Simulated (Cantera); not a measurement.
An isothermal, constant-pressure homogeneous reactor starts with 60.6 % N2O, 0.969 % H2, 33.3 % N2, 5.15 % H2O, at 1450 K and 10.00 Torr.

Cantera simulation using GRI-Mech 3.0 (53 species, 325 reactions); the numbers are that mechanism's predictions, not measurements. GRI-Mech 3.0 was tuned for natural gas; its chemistry of N2O as a main component is partial and can be far from experiment. Radical loss at walls, strong at low pressure, is not modelled. The temperature is held fixed by assumption; the heat of reaction is taken as removed at once.

x: mole fraction; the columns are a selection and need not sum to one.

```tsv
t (s)	x N2O	x H2	x H	x NO	x O	x H2O2
0.000200	0.606	0.00968	(withheld)	3.18e-6	2.00e-5	3.43e-11
0.000485	0.606	0.00965	(withheld)	1.41e-5	2.90e-5	8.66e-10
0.00118	0.605	0.00943	(withheld)	5.34e-5	3.17e-5	1.37e-8
0.00285	0.603	0.00842	(withheld)	0.000189	3.35e-5	8.41e-8
0.00691	0.599	0.00554	(withheld)	0.000568	3.92e-5	1.16e-7
0.0168	0.591	0.00178	(withheld)	0.00128	4.53e-5	1.04e-7
0.0406	0.580	0.000146	(withheld)	0.00263	4.74e-5	8.06e-8
0.0985	0.557	3.16e-6	3.36e-7	0.00566	4.66e-5	5.55e-8
0.239	0.506	2.29e-6	3.38e-7	0.0125	4.54e-5	3.01e-8
0.579	0.406	2.18e-6	(withheld)	0.0260	4.39e-5	1.30e-8
1.40	0.247	2.49e-6	(withheld)	0.0470	4.18e-5	4.80e-9
3.40	0.0822	3.31e-6	6.30e-7	0.0677	3.85e-5	1.80e-9
8.25	0.00727	3.57e-6	6.34e-7	0.0763	3.19e-5	9.80e-10
20.0	8.99e-5	1.05e-6	(withheld)	0.0769	9.04e-6	4.01e-10
```

**Question.** Some entries are withheld; supply them.

**Answer.** 
- 0.000200, x H: 1.41e-6
- 0.000485, x H: 4.37e-6
- 0.00118, x H: 1.11e-5
- 0.00285, x H: 1.93e-5
- 0.00691, x H: 1.73e-5
- 0.0168, x H: 5.85e-6
- 0.0406, x H: 7.39e-7
- 0.579, x H: 3.70e-7
- 1.40, x H: 4.59e-7
- 20.0, x H: 9.97e-8
